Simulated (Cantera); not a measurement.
Input: 1 mol SiCl4, 0.68 mol HCl, 2.5 mol H2, at 1273.15 K and 0.140 bar.

Cantera equilibrium calculation (NASA polynomials, part measured and part estimated; ideal gas, pure solids and liquids). Candidate condensed phases: Si; 19 gas species. The tables' values for SiCl3 are old estimates; treat these amounts as uncertain. Equilibrium is a limit: real reactors are often held back by kinetics, nucleation or transport.

Base state: H2 0.546, HCl 0.220, SiCl4 0.186, SiHCl3 0.0185, SiCl3 0.0181, SiCl2 0.0116, SiH2Cl2 0.000254 (mole fractions); condensed: gas only.

What changes in the equilibrium state with this change: H2 from 2.5 to 0.28 mol?


| species | before | after |
|---|---|---|
| SiCl4 | 0.186 | 0.483 |
| HCl | 0.220 | 0.369 |
| H2 | 0.546 | 0.126 |
| SiCl2 | 0.0116 | 0.00246 |
| SiHCl3 | 0.0185 | 0.00659 |
| SiCl3 | 0.0181 | 0.0135 |
| SiH2Cl2 | 0.000254 | 1.24e-5 |

What changes in the equilibrium state with this change: SiCl4 replaced by Si?


| species | before | after |
|---|---|---|
| H2 | 0.546 | 0.878 |
| HCl | 0.220 | 0.0732 |
| SiCl4 | 0.186 | 0.0174 |
| SiCl3 | 0.0181 | 0.00648 |
| SiHCl3 | 0.0185 | 0.00838 |
| SiCl2 | 0.0116 | 0.0158 |
| SiH3Cl | 9.78e-7 | 1.03e-5 |
| SiH2Cl2 | 0.000254 | 0.000557 |
| Si(s), mol | 0 | 0.850 |

What changes in the equilibrium state with this change: HCl from 0.68 to 1.7 mol?


```json
[
 {"species": "H2", "before": "0.546", "after": "0.460"},
 {"species": "HCl", "before": "0.220", "after": "0.350"},
 {"species": "SiCl4", "before": "0.186", "after": "0.169"},
 {"species": "SiCl2", "before": "0.0116", "after": "0.00349"},
 {"species": "SiHCl3", "before": "0.0185", "after": "0.00887"},
 {"species": "SiCl3", "before": "0.0181", "after": "0.00949"},
 {"species": "SiH2Cl2", "before": "0.000254", "after": "6.46e-5"}
]
```
